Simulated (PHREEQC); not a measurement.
Make-up at 85 °C: 0.15 mol/kgw KOH, 0.0072 mol/kgw CO2 and 0.023 mol/kgw K2CO3. Closed to the air; pH follows from the charge balance.

Computed with PHREEQC (ion-association model, phreeqc.dat).

Task: The ionic strength comes out as 0.226 mol/kgw. What activity coefficients do K+, HCO3-, OH-, CO3-2 get?

Result: K+ 0.67, HCO3- 0.71, OH- 0.67, CO3-2 0.26.

Precipitation was switched off in this run. At this temperature some constants are extrapolated from 25 °C, and those without enthalpy data are left unchanged.
